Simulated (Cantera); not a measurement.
Input: 1 mol TiCl4, 1.1 mol H2O, 12 mol H2, equilibrated at 1950 K and 75.0 Torr.

Equilibrium computed with Cantera from the NASA thermochemical tables; the gas is ideal and each condensed phase is pure. Candidate condensed phases: H2O, Ti, TiCl2, TiCl3, TiCl4, TiO, TiO2, Ti2O3, Ti3O5, Ti4O7; 23 gas species. The tables' values for TiCl2 are old estimates; treat these amounts as uncertain. Rates play no part.

Base state: H2 0.762, HCl 0.216, TiCl3 0.0132, TiCl2 0.00440, H 0.00316, Cl 0.000671, TiCl4 0.000323, H2O 0.000318 (mole fractions); condensed: Ti2O3(s).

Problem. What changes in the equilibrium state with this change: pressure from 75.0 Torr to 7.50 Torr?

Solution. 
```tsv
species	before	after
H2	0.762	0.752
HCl	0.216	0.218
H	0.00316	0.00994
TiCl3	0.0132	0.00860
TiCl2	0.00440	0.00891
TiO	2.23e-6	2.79e-5
TiCl	2.31e-5	0.000145
TiCl4	0.000323	6.78e-5
Ti2O3(s), mol	0.365	0.365
```
